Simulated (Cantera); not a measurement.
An isothermal, constant-pressure homogeneous reactor starts with H2 : O2 : N2 = 0.77 : 1 : 5.2 (molar parts), equivalence ratio 0.39, at 1150 K and 0.200 bar.

Computed with Cantera and GRI-Mech 3.0 (53 species, 325 reactions). The temperature is held fixed by assumption; the heat of reaction is taken as removed at once.

x: mole fraction; the columns are a selection and need not sum to one.

```csv
t (s),x H2,x O2,x HO2,x OH,x NO2,x N2O
3.00e-5,0.110,0.143,2.56e-9,4.67e-10,<1e-12,<1e-12
0.000120,0.110,0.143,2.89e-8,4.59e-8,<1e-12,<1e-12
0.000482,0.0132,0.0983,1.63e-5,0.00342,8.36e-11,1.23e-8
0.00193,…,0.0932,…,…,…,…
0.00775,3.26e-5,0.0934,1.79e-6,0.000131,3.62e-8,5.40e-8
0.0311,…,0.0934,…,…,…,5.65e-8
0.124,2.65e-7,0.0934,3.26e-8,1.62e-5,3.61e-8,5.76e-8
0.499,5.00e-8,0.0934,7.44e-9,7.39e-6,1.93e-8,5.77e-8
2.00,1.18e-8,0.0934,3.01e-9,3.63e-6,1.48e-8,5.54e-8
```

### Question
Complete the blanks.

### Answer

- 0.00193, x H2: 0.000747
- 0.00193, x HO2: 1.18e-5
- 0.00193, x OH: 0.000692
- 0.00193, x NO2: 3.57e-9
- 0.00193, x N2O: 4.41e-8
- 0.0311, x H2: 2.13e-6
- 0.0311, x HO2: 1.97e-7
- 0.0311, x OH: 4.06e-5
- 0.0311, x NO2: 5.30e-8
